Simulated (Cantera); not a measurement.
An adiabatic, constant-pressure homogeneous reactor starts with CH₄ : CO : O₂ : N₂ = 1 : 0.059 : 0.846 : 3.18 (molar parts), equivalence ratio 2.4, at 1698 K and 0.296 atm.

Detailed kinetics in Cantera: GRI-Mech 3.0 (53 species, 325 reactions).

### Question
Predict: time of steepest temperature rise; temperature at 0.200 s; equilibrium temperature; x(CO) at 0.200 s; x(O₂) at 0.200 s; x(H₂O) at 0.200 s.

### Answer
* **time of steepest temperature rise**: 0.778 ms
* **temperature at 0.200 s**: 2445 K
* **equilibrium temperature**: 2445 K
* **x(CO) at 0.200 s**: 0.156 (gas-phase equilibrium 0.156)
* **x(O₂) at 0.200 s**: 1.43e-5 (gas-phase equilibrium 1.43e-5)
* **x(H₂O) at 0.200 s**: 0.0964 (gas-phase equilibrium 0.0964)
